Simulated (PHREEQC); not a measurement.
Synthetic water in mg/L, 20 °C, pH 6.74, pe 2:

```
constituent             mg/L
------------------  --------
Na                    0.0549
K                   0.000679
Ca                   0.00935
Mg                    0.0304
Cl                     0.016
S(6) as SO4            0.182
Alkalinity as HCO3    0.0705
N(-3) as NH4        3.66e-05
Mn(2)                0.00797
F                   1.14e-05
```

Valence states are taken as typed.

The numbers come from PHREEQC with the ion-association model, wateq4f.dat.

The ionic strength is 9.23e-6 mol/kgw and the charge-balance error comes out as 2.4 %.

```
species  molality  activity   log γ
-------  --------  --------  ------
Na+       2.39e-6   2.38e-6  -0.002
SO4-2     1.89e-6   1.87e-6  -0.006
HCO3-     1.30e-6   1.30e-6  -0.002
Mg+2      1.25e-6   1.23e-6  -0.006
CO2       5.68e-7   5.68e-7   0.000
Cl-       4.51e-7   4.50e-7  -0.002
Ca+2      2.33e-7   2.30e-7  -0.006
H+        1.83e-7   1.82e-7  -0.002
Mn+2      1.45e-7   1.43e-7  -0.006
OH-       3.74e-8   3.73e-8  -0.002
K+        1.74e-8   1.73e-8  -0.002
NH4+      2.02e-9   2.02e-9  -0.002
```

No solid was allowed to form.
